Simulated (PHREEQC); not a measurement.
## Spent oxide etchant

Make-up at 25 °C: 0.075 mol NH4HF2, 0.006 mol H2SiF6, 0.0285 mol HBF4 and 6.5e-05 mol H2SO4 per kg of water. Closed to the air; pH follows from the charge balance.

Equilibrium calculation in PHREEQC: ion-association model, phreeqc.dat.

Precipitation was switched off in this run.

Question: What pH, ionic strength does the model give?

Answer: pH 2.49; ionic strength 0.0849 mol/kgw.

Question: In which forms is F present?

Answer: BF4- 38 %, HF 34 %, SiF6-2 12 %, F- 9.2 %, HF2- 7.1 % of the F.

SiF6-2 is the database's only silicon fluoride. Real BF4- forms and hydrolyses slowly; the run takes it at equilibrium.
